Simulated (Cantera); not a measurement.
**Reactions in the system C-Cl-Fe-H**

Source: NASA polynomial tables (part measured, part estimated), evaluated in Cantera. Values are per mole of reaction as written; species without (g) are pure solids or liquids, kept so even where they would boil at 1 bar.

4 CH₂Cl₂(g) + 4 Fe = C₂H₆(g) + 4 FeCl₂(g) + C₂H₂(g)

| T (K) | ΔH° (kJ) | ΔS° (J/K) | ΔG° (kJ) | log10 K | condensed phases |
|---|---|---|---|---|---|
| 1348 | -95.1 | 378.4 | -605.2 | 23.45 | Fe(γ) |
| 1498 | -102.2 | 373.4 | -661.6 | 23.07 | Fe(γ) |
| 1648 | -109.9 | 368.6 | -717.3 | 22.73 | Fe(γ) |
| 1798 | -123.2 | 360.8 | -771.9 | 22.42 | Fe(δ) |
| 1948 | -190.9 | 323.6 | -821.2 | 22.02 | Fe(l) |
| 2098 | -203.4 | 317.4 | -869.3 | 21.64 | Fe(l) |
| 2248 | -215.8 | 311.7 | -916.5 | 21.29 | Fe(l) |
